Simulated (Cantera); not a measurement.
Feed: 1 mol C₂H₆, 0.036 mol NH₃, 7.5 mol N₂, at 1600 K and 0.00140 bar.

These are equilibrium values from Cantera (NASA tables, ideal gas, pure condensed phases), not measurements of a reactor. Candidate condensed phases: C, C₆H₆, C₇H₈, C₈H₁₈; 92 gas species. Equilibrium is a limit: real reactors are often held back by kinetics, nucleation or transport.

Base state: N₂ 0.710, H₂ 0.288, HCN 0.000926, H 0.000780, HNC 2.12e-5 (mole fractions); condensed: C(graphite).

### Question
What changes in the equilibrium state with this change: temperature from 1600 K to 2673.15 K?

### Answer
```tsv
species	before	after
N₂	0.710	0.570
H	0.000780	0.333
H₂	0.288	0.0589
HCN	0.000926	0.0194
C₃	<1e-9	0.00439
C	<1e-9	0.00110
C₂H	<1e-9	0.000719
CN	1.83e-8	0.00798
C(graphite), mol	1.99	1.36
```
